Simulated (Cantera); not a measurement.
# Silicon oxide and oxynitride deposition: SiCl4 + O3 + H2

Feed: 1 mol SiCl4, a varied amount of O3, 8.8 mol H2, at 1948 K and 7.50 Torr.

These are equilibrium values from Cantera (NASA tables, ideal gas, pure condensed phases), not measurements of a reactor. Candidate condensed phases: H2O, Si, SiO2; 30 gas species. The tables' values for SiCl, SiCl3, SiO2 are old estimates; treat these amounts as uncertain. The tables hold silica as quartz up to 1696 K and as liquid above; real silica turns to tridymite and cristobalite and melts near 1996 K. Gases not in the tables: Si2H6 and higher silanes. Rates play no part.

```
n(O3) (mol)  log p H2  log p HCl  log p SiO  log p SiCl2  log p H2O  n SiO2(condensed)
-----------  --------  ---------  ---------  -----------  ---------  -----------------
0.065           -2.17      -2.67      -3.75        -3.15      -8.63                  0
0.1             -2.18      -2.63      -3.57        -3.22      -8.32                  0
0.14            -2.19      -2.60      -3.43        -3.30      -8.03                  0
0.17            -2.20      -2.58      -3.35        -3.38      -7.82                  0
0.21            -2.21      -2.55      -3.26        -3.50      -7.55                  0
0.25            -2.22      -2.53      -3.19        -3.68      -7.26                  0
0.28            -2.23      -2.51      -3.14        -3.88      -6.98                  0
0.32            -2.24      -2.48      -3.09        -4.48      -6.28                  0
0.35            -2.25      -2.48      -3.07        -6.35      -4.37                  0
0.39            -2.25      -2.48      -3.07        -6.88      -3.84                  0
0.43            -2.26      -2.48      -3.09        -7.06      -3.67             0.0387
0.46            -2.26      -2.47      -3.12        -7.12      -3.64              0.111
```
log p: log10 of the partial pressure in bar; n: condensed amount in mol.

From 0.065 mol O3 to 0.39 mol O3 nothing is condensed. From 0.43 mol O3 to 0.46 mol O3 the condensed part is SiO2(condensed). The main Si-bearing gas is SiCl2 at 0.065 mol O3 and SiO at 0.46 mol O3.
